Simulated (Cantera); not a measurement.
Input: 1 mol CH3F, 0.15 mol HCl, held at 2623.15 K and 1.00 bar.

Equilibrium computed with Cantera from the NASA thermochemical tables; the gas is ideal and each condensed phase is pure. Candidate condensed phases: C, C6H6, C7H8, C8H18; 118 gas species. Equilibrium is a limit: real reactors are often held back by kinetics, nucleation or transport.

Base state: HF 0.458, H2 0.438, HCl 0.0657, H 0.0279, C2H2 (acetylene) 0.00776, Cl 0.00293, F 8.27e-5, C4H2 5.70e-5 (mole fractions); condensed: C(graphite).

Q: What changes in the equilibrium state with this change: CH3F replaced by C2F6?

A: 
```json
[
 {"species": "CF4", "before": "<1e-9", "after": "0.401"},
 {"species": "CF2", "before": "3.42e-7", "after": "0.349"},
 {"species": "F", "before": "8.27e-5", "after": "0.0835"},
 {"species": "H2", "before": "0.438", "after": "8.34e-9"},
 {"species": "HF", "before": "0.458", "after": "0.0638"},
 {"species": "CF3", "before": "<1e-9", "after": "0.0356"},
 {"species": "H", "before": "0.0279", "after": "3.85e-6"},
 {"species": "HCl", "before": "0.0657", "after": "0.000193"},
 {"species": "Cl", "before": "0.00293", "after": "0.0622"},
 {"species": "C2H2 (acetylene)", "before": "0.00776", "after": "<1e-9"},
 {"species": "CClF3", "before": "<1e-9", "after": "0.000829"},
 {"species": "C2F4", "before": "<1e-9", "after": "0.000124"},
 {"species": "C(graphite), mol", "before": "0.965", "after": "0.150"}
]
```
The feed counts by its element totals alone. The tables' values for C2F4 are old estimates; treat these amounts as uncertain. Gases not in the tables: C2F6 and larger saturated fluorocarbons.

Q: What changes in the equilibrium state with this change: HCl from 0.15 to 0.34 mol?

A: 
```
species            before    after
----------------  -------  -------
HF                  0.458    0.420
H2                  0.438    0.403
HCl                0.0657    0.137
H                  0.0279   0.0267
Cl                0.00293  0.00634
C2HCl             1.62e-5  3.36e-5
CH4               2.38e-5  2.02e-5
CH3               2.65e-5  2.34e-5
C(graphite), mol    0.965    0.965
```
